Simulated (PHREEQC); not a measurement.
Consider water at 70 °C with 0.0013 mol/kgw Zn(NO3)2. Closed to the air; pH follows from the charge balance.

The numbers come from PHREEQC with the ion-association model, wateq4f.dat.

No solid was allowed to form.

Problem. What pH does the model give?

Solution. pH 5.34.

Species that the database lacks are ignored. Constants without temperature data keep their 25 °C values here.
